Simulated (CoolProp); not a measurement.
Vapour-liquid equilibrium of nitrogen (1) + oxygen (2) at -181.85 °C; x and y are mole fractions of (1).

Values from CoolProp's multi-fluid Helmholtz-energy mixture model, Span 2000 and Schmidt 1985; pair parameters Gernert 2013.

```json
[
 {"x": "0.05", "bubble pressure (bar)": "1.311", "y at the bubble point": "0.171", "dew pressure at overall composition x (bar)": "1.183", "liquid density (mol/L)": "34.99"},
 {"x": "0.2", "bubble pressure (bar)": "1.786", "y at the bubble point": "0.474", "dew pressure at overall composition x (bar)": "1.346", "liquid density (mol/L)": "33.52"},
 {"x": "0.35", "bubble pressure (bar)": "2.217", "y at the bubble point": "0.643", "dew pressure at overall composition x (bar)": "1.558", "liquid density (mol/L)": "32.10"},
 {"x": "0.5", "bubble pressure (bar)": "2.628", "y at the bubble point": "0.759", "dew pressure at overall composition x (bar)": "1.843", "liquid density (mol/L)": "30.73"},
 {"x": "0.65", "bubble pressure (bar)": "3.034", "y at the bubble point": "0.847", "dew pressure at overall composition x (bar)": "2.238", "liquid density (mol/L)": "29.38"},
 {"x": "0.8", "bubble pressure (bar)": "3.448", "y at the bubble point": "0.920", "dew pressure at overall composition x (bar)": "2.805", "liquid density (mol/L)": "28.07"},
 {"x": "0.95", "bubble pressure (bar)": "3.876", "y at the bubble point": "0.981", "dew pressure at overall composition x (bar)": "3.649", "liquid density (mol/L)": "26.78"}
]
```

No azeotrope shows between x = 0.05 and 0.95.

The pair parameters rest on a limited set of measurements; away from them the model extrapolates.
